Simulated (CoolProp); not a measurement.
Saturation properties of dodecamethylcyclohexasiloxane (D6) (Tc = 372.6 °C, pc = 9.614 bar, ω = 0.736).

Computed with CoolProp (reference Helmholtz-energy equation of state, Colonna 2008). It is a short technical equation, of lower accuracy than the large ones.

```json
[
 {"T (°C)": "163.45", "p (bar)": "0.1060", "liquid density (kg/m³)": "811.6", "liquid cp (kJ/(kg K))": "1.852", "surface tension (mN/m)": "8.47"},
 {"T (°C)": "179.05", "p (bar)": "0.1775", "liquid density (kg/m³)": "792.6", "liquid cp (kJ/(kg K))": "1.885", "surface tension (mN/m)": "7.48"},
 {"T (°C)": "194.55", "p (bar)": "0.2832", "liquid density (kg/m³)": "773.2", "liquid cp (kJ/(kg K))": "1.917", "surface tension (mN/m)": "6.55"},
 {"T (°C)": "210.15", "p (bar)": "0.4358", "liquid density (kg/m³)": "753.1", "liquid cp (kJ/(kg K))": "1.951", "surface tension (mN/m)": "5.66"},
 {"T (°C)": "225.65", "p (bar)": "0.6463", "liquid density (kg/m³)": "732.3", "liquid cp (kJ/(kg K))": "1.984", "surface tension (mN/m)": "4.82"},
 {"T (°C)": "241.25", "p (bar)": "0.9324", "liquid density (kg/m³)": "710.3", "liquid cp (kJ/(kg K))": "2.019", "surface tension (mN/m)": "4.03"},
 {"T (°C)": "256.75", "p (bar)": "1.307", "liquid density (kg/m³)": "687.3", "liquid cp (kJ/(kg K))": "2.056", "surface tension (mN/m)": "3.30"},
 {"T (°C)": "272.35", "p (bar)": "1.796", "liquid density (kg/m³)": "662.5", "liquid cp (kJ/(kg K))": "2.095", "surface tension (mN/m)": "2.62"},
 {"T (°C)": "287.85", "p (bar)": "2.414", "liquid density (kg/m³)": "635.7", "liquid cp (kJ/(kg K))": "2.140", "surface tension (mN/m)": "2.01"}
]
```

It boils at 245.0 °C under 1 atm.

Surface tension comes from a separate correlation (Mulero 2014).
